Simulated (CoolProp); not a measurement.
A simple Rankine cycle with water: condensing at 289.15 K, boiler at 14.8 MPa, turbine inlet 616 K, turbine efficiency 0.8, pump efficiency 0.8, no recuperator. Each further row changes one setting.

Computed with CoolProp (reference Helmholtz-energy equation of state, Wagner 2002).

| case | thermal efficiency (%) | net work (kJ/kg) | heat in (kJ/kg) | turbine exit temperature (K) | volume ratio over the turbine |
|---|---|---|---|---|---|
| as stated | 33.5 | 854 | 2550 | 289.1 | 4660 |
| turbine inlet 636 K | 34.0 | 923 | 2710 | 289.1 | 4040 |
| condensing temperature 281.15 K | 34.3 | ___ | 2590 | 281.2 | 7620 |
| boiler pressure 10.4 MPa | 33.5 | ___ | ___ | 289.1 | ___ |
| turbine efficiency 0.7 | 29.2 | 745 | 2550 | 289.1 | ___ |

Q: What belongs in the gaps?

A: 
- condensing temperature 281.15 K, net work (kJ/kg): 887
- boiler pressure 10.4 MPa, net work (kJ/kg): 936
- boiler pressure 10.4 MPa, heat in (kJ/kg): 2800
- boiler pressure 10.4 MPa, volume ratio over the turbine: 2690
- turbine efficiency 0.7, volume ratio over the turbine: 4960

The expansion ends wet for: as stated; turbine inlet 636 K; condensing temperature 281.15 K; boiler pressure 10.4 MPa; turbine efficiency 0.7.
